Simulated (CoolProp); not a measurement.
Properties of o-xylene along the isobar 0.693 MPa (Tc = 630.3 K, pc = 3.737 MPa, ω = 0.312).

Computed with CoolProp (reference Helmholtz-energy equation of state, Zhou 2012).

| T (K) | phase | density (kg/m³) | cv (kJ/(kg K)) |
|---|---|---|---|
| 285.4 | liquid | 887.1 | 1.342 |
| 297.6 | liquid | 876.9 | 1.374 |
| 309.8 | liquid | 866.6 | 1.408 |
| 322 | liquid | 856.3 | 1.443 |
| 334.2 | liquid | 845.8 | 1.479 |
| 346.5 | liquid | 835.2 | 1.517 |
| 358.7 | liquid | 824.5 | 1.555 |
| 370.9 | liquid | 813.7 | 1.594 |
| 383.1 | liquid | 802.7 | 1.633 |
| 395.4 | liquid | 791.3 | 1.674 |
| 407.6 | liquid | 779.9 | 1.714 |
| 419.8 | liquid | 768.2 | 1.754 |
| 432 | liquid | 756.1 | 1.794 |
